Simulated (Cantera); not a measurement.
A closed system holds: 1 mol CaO, 2.2 mol HBr, equilibrated at 2.30 Pa.

Cantera equilibrium calculation (NASA polynomials, part measured and part estimated; ideal gas, pure solids and liquids). Candidate condensed phases: Br₂, Ca, CaBr₂, CaO, Ca(OH)₂, H₂O; 19 gas species. The numbers say what is thermodynamically allowed, not how fast it happens. All values below are at 827 °C.

Base state: HBr 0.491, CaBr₂ 0.239, H₂O 0.239, Br 0.0205, H₂ 0.0103, Br₂ 3.44e-5 (mole fractions); condensed: CaO(s).

**Question.** What changes in the equilibrium state with this change: pressure from 2.30 Pa to 13.3 mbar?

**Answer.** 
```tsv
species	before	after
H₂O	0.239	0.832
HBr	0.491	0.165
Br	0.0205	0.00115
CaBr₂	0.239	0.000523
H₂	0.0103	0.000639
Br₂	3.44e-5	6.29e-5
CaO(s), mol	0.468	0
CaBr₂(l), mol	0	0.999
```
